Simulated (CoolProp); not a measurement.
Vapour-liquid equilibrium of methanol (1) + ethanol (2) at 5.18 bar; x and y are mole fractions of (1).

Computed with CoolProp (multi-fluid Helmholtz-energy mixture model, de Reuck 1993 and Schroeder 2014; pair parameters Bell 2016).

Give the bubble temperature and the first vapour's composition at x = 0.2, 0.8, 0.95. Is there an azeotrope?

x = 0.2: 396.5 K, y = 0.260; x = 0.8: 388.4 K, y = 0.854; x = 0.95: 386.4 K, y = 0.966. No azeotrope shows between x = 0.05 and 0.95.

Pair parameters are fitted to limited data, so mixtures are less certain than the pure fluids.
